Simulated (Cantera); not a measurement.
A Cantera script and what it prints.

```python
import numpy as np
import cantera as ct

gas_names = [...]  # 109 gases of nasa_gas.yaml made of C, Cl, H, Si
cond_names = """
    C(gr) C6H6(L) C7H8(L) C8H18(L),n-octa Si(cr) Si(L) SiC(b)
""".split()


# ... load() reads the species with a 1 bar reference pressure and builds the phases ...
atoms = {
    'Si(CH3)4': {'Si': 1, 'C': 4, 'H': 12},
    'HCl': {'H': 1, 'CL': 1},
    'H2': {'H': 2},
    'C2H4': {'C': 2, 'H': 4},
}
top_T = {'C(gr)': 4500, 'SiC(b)': 3050}  # K; cautious upper limits of use, not melting points


# ... equilibrate(T, P, feed) seeds the gas with the atoms and calls Mixture.equilibrate('TP', solver="vcs", rtol=1e-11, max_steps=5000) ...
results = []
feed = {'Si(CH3)4': 1, 'HCl': 0.81, 'H2': 490, 'C2H4': 0.069}  # mol
T = 2048  # K
for P in [100, 240, 560, 1300, 3200, 7500, 18000, 42000, 100000]:
    mix = equilibrate(T, P, feed)
    results.append((T, P, feed, dict(zip(mix.species_names, mix.species_moles))))

top = {s: max(r[3][s] / sum(r[3][g] for g in gas_names) for r in results) for s in gas_names}
cols = sorted((s for s in top if top[s] > 0.0001), key=lambda s: -top[s])[:9]
seen = [c for c in cond_names if any(r[3].get(c, 0) > 1e-12 for r in results)]
print("log10 of partial pressures in bar; condensed amounts in mol")
print(f"{'P/Pa':>10s}" + "".join(f"{s[:9]:>10s}" for s in cols + seen))
for T, P, feed, n in results:
    ng = sum(n[g] for g in gas_names)
    print(f"{P:10.4g}" + "".join(f"{np.log10(max(n[s] / ng * P / 1e5, 1e-99)):10.3f}" for s in cols)
          + "".join(f"{n.get(c, 0):10.4g}" for c in seen))
```

Result:

```
log10 of partial pressures in bar; condensed amounts in mol
      P/Pa        H2         H        Si       HCL C2H2,acet       CH4     C(gr)    SiC(b)
       100    -3.033    -4.166    -5.753    -5.827    -6.012    -9.492     3.028         0
       240    -2.642    -3.971    -5.385    -5.434    -5.621    -8.709     3.005         0
       560    -2.266    -3.783    -5.307    -5.057    -5.246    -7.959     2.574    0.4768
      1300    -1.896    -3.598    -5.307    -4.685    -4.875    -7.218      2.31    0.7684
      3200    -1.502    -3.401    -5.307    -4.290    -4.481    -6.429     2.186    0.9003
      7500    -1.130    -3.215    -5.307    -3.918    -4.109    -5.686     2.128    0.9529
   1.8e+04    -0.748    -3.024    -5.307    -3.536    -3.728    -4.923     2.085    0.9763
   4.2e+04    -0.379    -2.840    -5.307    -3.167    -3.359    -4.185     2.028    0.9863
     1e+05    -0.002    -2.651    -5.307    -2.789    -2.982    -3.431      1.91     0.991
```

Cantera equilibrium calculation (NASA polynomials, part measured and part estimated; ideal gas, pure solids and liquids).
